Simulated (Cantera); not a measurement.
## Premixed flame

A freely propagating, adiabatic, planar premixed flame of 25.4 % H2, 15.7 % O2, 58.9 % N2, equivalence ratio 0.81, unburnt at 675 K and 1500 Torr; mixture-averaged transport, grid criteria slope 0.08 and curve 0.16, no radiation.

Detailed kinetics in Cantera: the H2/O2 subset of GRI-Mech 3.0, which has no nitrogen chemistry. Burning velocities carry a grid error of a few per cent, more on coarse grids.

```csv
z (mm),T (K),u (m/s),x H2,x O2,x OH,x H2O2,x H,x HO2
-0.589,675,7.96,0.254,0.157,<1e-8,<1e-8,<1e-8,<1e-8
-0.392,675,7.96,0.254,0.157,<1e-8,<1e-8,<1e-8,<1e-8
-0.294,675,7.96,0.254,0.157,<1e-8,<1e-8,<1e-8,1.45e-8
-0.196,675,7.96,0.254,0.157,<1e-8,<1e-8,7.14e-8,1.57e-6
-0.0981,695,8.13,0.247,0.157,5.95e-5,5.27e-6,0.000163,0.000323
-0.0490,900,10.3,0.210,0.152,0.000942,2.21e-5,0.00467,0.000324
0,1321,14.6,0.119,0.114,0.00462,1.05e-5,0.0251,0.000163
0.0490,1631,17.8,0.0499,0.0657,0.0117,4.12e-6,0.0369,8.06e-5
0.0981,1789,19.4,0.0329,0.0502,0.0156,2.35e-6,0.0329,5.20e-5
0.196,1957,21.0,0.0271,0.0440,0.0181,1.28e-6,0.0231,3.42e-5
0.392,2117,22.4,0.0221,0.0403,0.0186,7.91e-7,0.0139,2.15e-5
0.785,2253,23.7,0.0160,0.0374,0.0173,5.58e-7,0.00716,1.29e-5
1.57,2355,24.5,0.0101,0.0353,0.0146,4.48e-7,0.00317,8.23e-6
```
x: mole fraction of selected species; z is measured from the peak of heat release.

```json
{
  "laminar_burning_velocity": "796 cm/s",
  "thermal_thickness": "0.196 mm",
  "peak x(OH)": "0.0187",
  "peak x(H2O2)": "2.21e-5",
  "peak x(H)": "0.0369",
  "peak x(HO2)": "0.000434"
}
```
